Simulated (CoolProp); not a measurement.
Computed with CoolProp (reference Helmholtz-energy equation of state, Lemmon 2006). It is a short technical equation, of lower accuracy than the large ones.

Problem. For hydrogen sulfide, give the phase and the cp (kJ/(kg K)), cv (kJ/(kg K)), Joule-Thomson coefficient (K/MPa) at 340.5 K and 0.101 MPa; 424.5 K and 0.101 MPa; 508.6 K and 0.101 MPa.

Solution. 
- 340.5 K and 0.101 MPa: gas; cp 1.02, cv 0.775, Joule-Thomson coefficient 12.7
- 424.5 K and 0.101 MPa: gas; cp 1.06, cv 0.811, Joule-Thomson coefficient 7.87
- 508.6 K and 0.101 MPa: gas; cp 1.10, cv 0.853, Joule-Thomson coefficient 5.34
